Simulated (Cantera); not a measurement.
Feed: 1 mol Si3N4, 0.02 mol H2, equilibrated at 1250 °C and 5.20 mbar.

Cantera equilibrium calculation (NASA polynomials, part measured and part estimated; ideal gas, pure solids and liquids). Candidate condensed phases: Si, Si3N4; 18 gas species. Mutual solubility and eutectic melting of coexisting phases are not modelled. Equilibrium is a limit: real reactors are often held back by kinetics, nucleation or transport.

Base state: H2 0.985, N2 0.0143, H 0.000319 (mole fractions); condensed: Si(s) + Si3N4(s).

Problem. What changes in the equilibrium state with this change: temperature from 1250 °C to 1902 °C?

Solution. 
```csv
species,before,after
N2,0.0143,0.930
Si,3.48e-6,0.0555
H2,0.985,0.00650
Si3,<1e-9,0.000167
Si2,5.23e-9,0.000845
"Si(s), mol",0.000434,0
"Si3N4(s), mol",1.000,0
"Si(l), mol",0,2.87
```
The tables' values for SiN are old estimates; treat these amounts as uncertain.

Problem. What changes in the equilibrium state with this change: pressure from 5.20 mbar to 10.0 mbar?

Solution. 
```csv
species,before,after
H2,0.985,0.992
N2,0.0143,0.00742
H,0.000319,0.000231
"Si(s), mol",0.000434,0
"Si3N4(s), mol",1.000,1.000
```

Problem. What changes in the equilibrium state with this change: pressure from 5.20 mbar to 0.133 bar?

Solution. 
```
species          before     after
-------------  --------  --------
H2                0.985     0.999
N2               0.0143  0.000557
H              0.000319   6.34e-5
Si(s), mol     0.000434         0
Si3N4(s), mol     1.000     1.000
```
